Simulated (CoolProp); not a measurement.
Computed with CoolProp (reference Helmholtz-energy equation of state, Thol 2018).

**Question.** Give the vapour pressure (kPa), liquid density (kg/m³), vapour density (kg/m³), liquid cp (kJ/(kg K)) of saturated hydrogen chloride at 256.4, 270.4 K.

**Answer.** 
| T (K) | p (kPa) | liquid density (kg/m³) | vapour density (kg/m³) | liquid cp (kJ/(kg K)) |
|---|---|---|---|---|
| 256.4 | 1630 | 990 | 34.2 | 1.87 |
| 270.4 | 2410 | 939 | 51.5 | 2.00 |
